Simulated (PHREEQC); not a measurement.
Dissolve 16 mmol/kgw MgSO4, 0.17 mmol/kgw H3BO3 and 44 mmol/kgw NaCl at 20 °C. Closed to the air; pH follows from the charge balance.

The numbers come from PHREEQC with the Pitzer model, pitzer.dat.

```
Item                         Result
--------------------  -------------
pH                             6.51
ionic strength        0.108 mol/kgw
specific conductance     6710 µS/cm
density                 1.002 g/cm³
osmotic coefficient           0.865
```

```csv
species,molality,activity,log γ
Cl-,0.0440,0.0336,-0.117
Na+,0.0440,0.0345,-0.106
Mg+2,0.0160,0.00539,-0.473
SO4-2,0.0160,0.00453,-0.548
B(OH)3,0.000170,0.000170,0.000
B(OH)4-,4.43e-7,3.14e-7,-0.149
H+,3.98e-7,3.11e-7,-0.108
HSO4-,1.52e-7,1.17e-7,-0.113
MgB(OH)4+,5.58e-8,4.24e-8,-0.119
```

No solid was allowed to form.
